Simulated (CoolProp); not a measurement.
The numbers come from the reference Helmholtz-energy equation of state, Thol 2015 in CoolProp.

For 1,2-dichloroethane, give the phase and the Z, cv (kJ/(kg K)), speed of sound (m/s), fugacity coefficient at 126.75 °C and 14.1 MPa; 164.25 °C and 14.1 MPa; 176.75 °C and 14.1 MPa.


- 126.75 °C and 14.1 MPa: liquid; Z 0.377, cv 0.951, speed of sound 901, fugacity coefficient 0.0320
- 164.25 °C and 14.1 MPa: liquid; Z 0.365, cv 0.979, speed of sound 778, fugacity coefficient 0.0675
- 176.75 °C and 14.1 MPa: liquid; Z 0.362, cv 0.990, speed of sound 738, fugacity coefficient 0.0834
